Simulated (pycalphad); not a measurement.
# Effect of Al content in Si-Al

All values are pycalphad results on the COST 507 light-alloy database (1999) (1 atm), not direct measurements. These are 1990s assessments: newer ones move some temperatures and phases. Phase fractions are per mole of atoms.

Question: One of these alloys has its liquidus at 1043 °C, its solidus at 577 °C, and holds LIQUID 0.67, DIAMOND_A4 0.33 at 727 °C. Which?
A) Si-38.92Al (at.%)
B) Si-51.9Al (at.%)
C) Si-12.98Al (at.%)

Answer: B, Si-51.9Al (at.%). The others: Si-12.98Al (at.%), liquidus 1349, solidus 577; Si-38.92Al (at.%), liquidus 1168, solidus 577

DIAMOND_A4 is diamond (Si).
